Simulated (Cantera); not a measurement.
Input (Python, Cantera):

```python
import numpy as np
import cantera as ct

gas = ct.Solution("gri30.yaml")
gas.TPX = 1175, 3200, {'N2O': 1, 'O2': 0.94}
reactor = ct.IdealGasConstPressureReactor(gas, energy="off", clone=False)
net = ct.ReactorNet([reactor])
net.rtol, net.atol = 1e-08, 1e-18
show = ['N2O', 'O2', 'NO', 'N2', 'O', 'NO2']
times = np.geomspace(2e-05, 60, 9)

steps = ct.SolutionArray(gas, extra=["t"])
rows = []
print(f"{'t/s':>10s}{'T/K':>9s}{'P/Pa':>11s}" + "".join(f"{s:>11s}" for s in show))
for t in times:
    while net.time < t:
        t_next = net.step()
        steps.append(gas.state, t=t_next)
    rows.append([np.interp(t, steps.t, y) for y in (steps.T, steps.P, *steps(*show).X.T)])
    print(f"{t:10.3e}{rows[-1][0]:9.1f}{rows[-1][1]:11.4g}" + "".join(f"{x:11.3e}" for x in rows[-1][2:]))
rate = np.gradient(steps.T, steps.t)
print("integrator steps:", len(steps.t))
if steps.T.max() > steps.T[0] + 200:
    print(f"time of steepest temperature rise: {steps.t[rate.argmax()]:.4e} s")
gas.TPX = 1175, 3200, {'N2O': 1, 'O2': 0.94}
gas.equilibrate("TP")
print(f"equilibrium (TP): T = {gas.T:.1f} K  " + "  ".join(f"{s} {gas[s].X[0]:.3e}" for s in show))
```

It prints:

```
       t/s      T/K       P/Pa        N2O         O2         NO         N2          O        NO2
 2.000e-05   1175.0       3200  5.155e-01  4.845e-01  2.998e-10  6.408e-08  6.108e-08  9.002e-19
 1.290e-04   1175.0       3200  5.155e-01  4.845e-01  1.137e-08  4.584e-07  3.443e-07  2.834e-16
 8.324e-04   1175.0       3200  5.155e-01  4.845e-01  2.899e-07  3.988e-06  1.082e-06  8.504e-14
 5.370e-03   1175.0       3200  5.154e-01  4.845e-01  2.962e-06  3.093e-05  1.229e-06  7.922e-12
 3.464e-02   1175.0       3200  5.152e-01  4.846e-01  2.038e-05  2.056e-04  1.229e-06  3.690e-10
 2.235e-01   1175.0       3200  5.137e-01  4.848e-01  1.325e-04  1.330e-03  1.229e-06  1.405e-08
 1.442e+00   1175.0       3200  5.043e-01  4.864e-01  8.462e-04  8.489e-03  1.229e-06  3.316e-07
 9.301e+00   1175.0       3200  4.481e-01  4.958e-01  5.086e-03  5.105e-02  1.226e-06  2.975e-06
 6.000e+01   1175.0       3200  2.201e-01  5.339e-01  2.220e-02  2.237e-01  1.203e-06  1.423e-05
integrator steps: 441
equilibrium (TP): T = 1175.0 K  N2O 1.796e-09  O2 5.901e-01  NO 1.956e-04  N2 4.097e-01  O 6.311e-08  NO2 1.117e-06
```

Cantera simulation using GRI-Mech 3.0 (53 species, 325 reactions); the numbers are that mechanism's predictions, not measurements. GRI-Mech 3.0 was tuned for natural gas; its chemistry of N2O as a main component is partial and can be far from experiment. Radical loss at walls, strong at low pressure, is not modelled. The mechanism lacks the step 2 NO + O2 → 2 NO2, which can matter for NO2 below about 1400 K. The temperature is held fixed by assumption; the heat of reaction is taken as removed at once.
